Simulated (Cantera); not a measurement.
Input: 1 mol Ti, a varied amount of CH4, 91 mol H2, 7 mol O2, held at 383 Torr.

These are equilibrium values from Cantera (NASA tables, ideal gas, pure condensed phases), not measurements of a reactor. Candidate condensed phases: C, C6H6, C7H8, C8H18, H2O, Ti, TiC, TiO, TiO2, Ti2O3, Ti3O5, Ti4O7; 113 gas species. Mutual solubility and eutectic melting of coexisting phases are not modelled. Condensed phases not in the tables: Magnéli phases beyond Ti4O7. The numbers say what is thermodynamically allowed, not how fast it happens.

Stable condensed phases, one row left out:

```
T in K \ n(CH4) in mol
         0.43 0.57 0.75 0.99  1.3  1.7  2.2  2.9  3.9  5.1  6.7
   1875     A    A    A    A    A    A    A    A    A    A    B
   1850     C    C    C    C    A    A    A    A    A    A    D
   1825     C    C    C    C    C    C    A    A    A    A    A
   1800     C    C    C    C    C    C    C    E    A    A    A
   1750     C    C    C    C    C    C    C    C    C    A    A
   1725     C    C    C    C    C    C    C    C    C    C    A
   1700     C    C    C    C    C    C    C    C    C    C    A
   1675     C    C    C    C    C    C    C    C    C    C    C
   1650     C    C    C    C    C    C    C    C    C    C    C
```

A: Ti4O7; B: Ti3O5; C: TiO2; D: Ti3O5 + Ti4O7; E: TiO2 + Ti4O7.

### Question
Give the row for 1775 K.

### Answer
0.43: TiO2; 0.57: TiO2; 0.75: TiO2; 0.99: TiO2; 1.3: TiO2; 1.7: TiO2; 2.2: TiO2; 2.9: TiO2; 3.9: TiO2 + Ti4O7; 5.1: Ti4O7; 6.7: Ti4O7.
